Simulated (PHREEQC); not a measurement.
## Ultrapure water in contact with air or piping (model solution)

Model water analysis in mg/L, 25 °C, pH 6.27, pe 1.1:

| constituent | mg/L |
|---|---|
| Na | 0.476 |
| K | 0.15 |
| Ca | 0.0533 |
| Mg | 0.304 |
| Cl | 0.621 |
| S(6) as SO4 | 1.47 |
| Alkalinity as HCO3 | 0.341 |
| F | 0.000623 |
| Si as SiO2 | 0.0326 |

Valence states are taken as typed.

All values are PHREEQC results (ion-association model, phreeqc.dat), not measurements.

Each row changes one thing in this solution. No solid was allowed to form.

```
case                                               CO2 (mol/kgw)  HCO3- (mol/kgw)  HSO4- (mol/kgw)  CO3-2 (mol/kgw)  H3SiO4- (mol/kgw)  MgOH+ (mol/kgw)  SI of Quartz (SiO2)
-------------------------------------------------  -------------  ---------------  ---------------  ---------------  -----------------  ---------------  -------------------
as made                                                  7.30e-6          6.11e-6         7.72e-10         5.51e-10           1.50e-10         8.16e-11                -2.29
Na from 0.476 to 0.238 mg/L                              7.30e-6          6.11e-6         7.73e-10         5.50e-10           1.50e-10         8.17e-11                -2.29
temperature from 25 to 50 °C at the same typed pH            ___          6.03e-6          1.39e-9         7.76e-10           3.17e-10         6.53e-10                  ___
pH from 6.27 to 6.57 at the same alkalinity              3.49e-6          5.82e-6         3.87e-10          1.05e-9           3.00e-10         1.63e-10                -2.29
pH from 6.27 to 5.5 at the same alkalinity               6.18e-5          8.78e-6          4.54e-9         1.35e-10           2.56e-11         1.39e-11                -2.29
```

**Question.** Fill in the missing entries.

**Answer.** 
- temperature from 25 to 50 °C at the same typed pH, CO2 (mol/kgw): 6.18e-6
- temperature from 25 to 50 °C at the same typed pH, SI of Quartz (SiO2): -2.63

At this temperature some constants are extrapolated from 25 °C, and those without enthalpy data are left unchanged. SiF6-2 is the database's only silicon fluoride.
